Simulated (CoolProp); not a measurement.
Propylene at 298.15 K and 0.921 MPa is compressed adiabatically to 2.38 MPa with isentropic efficiency 0.85. Each further row changes one setting.

The numbers come from the reference Helmholtz-energy equation of state, Lemmon 2013 in CoolProp.

| case | work (kJ/kg) | final temperature (K) | final density (kg/m³) |
|---|---|---|---|
| as stated | 56.7 | [?] | [?] |
| efficiency 1 | 48.2 | 346.5 | 46.9 |
| efficiency 0.65 | [?] | 357.9 | 43.4 |

Question: Some entries are withheld; supply them.

Answer: 
- as stated, final temperature (K): 350.2
- as stated, final density (kg/m³): 45.7
- efficiency 0.65, work (kJ/kg): 74.2
